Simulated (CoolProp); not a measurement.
Saturation properties of nitrous oxide.

Values from CoolProp's reference Helmholtz-energy equation of state, Lemmon 2006. It is a short technical equation, of lower accuracy than the large ones.

| T (K) | p (kPa) | liquid cp (kJ/(kg K)) | vapour Z |
|---|---|---|---|
| 209.5 | 366.0 | 1.757 | 0.9348 |
| 216.5 | 495.3 | 1.777 | 0.9195 |
| 223.4 | 653.8 | 1.801 | 0.9024 |
| 230.3 | 847.5 | 1.830 | 0.8834 |
| 237.2 | 1081 | 1.866 | 0.8621 |
| 244.2 | 1363 | 1.911 | 0.8383 |
| 251.1 | 1690 | 1.966 | 0.8124 |
| 258 | 2071 | 2.035 | 0.7839 |
| 264.9 | 2511 | 2.124 | 0.7525 |
| 271.9 | 3023 | 2.246 | 0.7171 |
| 278.8 | 3599 | 2.417 | 0.6782 |
| 285.7 | 4252 | 2.680 | 0.6339 |

It boils at 184.7 K under 1 atm.
